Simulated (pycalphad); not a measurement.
Computed with pycalphad from the COST 507 light-alloy database (1999), at 1 atm. The data set is of 1999 and partly superseded. Phase fractions are per mole of atoms.

Q: Give the equilibrium state of Mg-17.21Si-0.5345Cu (wt.%) at 900 K.

A: 
```
T = 900.00 K, P = 101325 Pa, N = 1 mol of atoms
G = -46380 J/mol, H = 7148 J/mol, S = 59.47 J/(mol K)  (SER reference)
chemical potentials (J/mol): Mg -39903, Si -81513, Cu -92363
phase             fraction      x(Mg)      x(Si)      x(Cu)
MG2SI               0.4533     0.6667     0.3333       none
HCP_A3              0.4138     0.9999   2.32e-05   5.81e-05
LIQUID              0.1329     0.9702     0.0141     0.0156
```

Q: Give the equilibrium state of Mg-17.21Si-0.5345Cu (wt.%) at 1200 K.

A: liquid, fraction 0.865, with 14.1 Si, 0.62 Cu wt.%; MG2SI, fraction 0.135, with 36.6 Si, no Cu wt.%.

Database names, with the compositions (at.%) that they take in these runs: MG2SI: Mg 67 Si 33. HCP_A3 is hcp. An entry "none" or "no" means that the model of the phase leaves that element out.
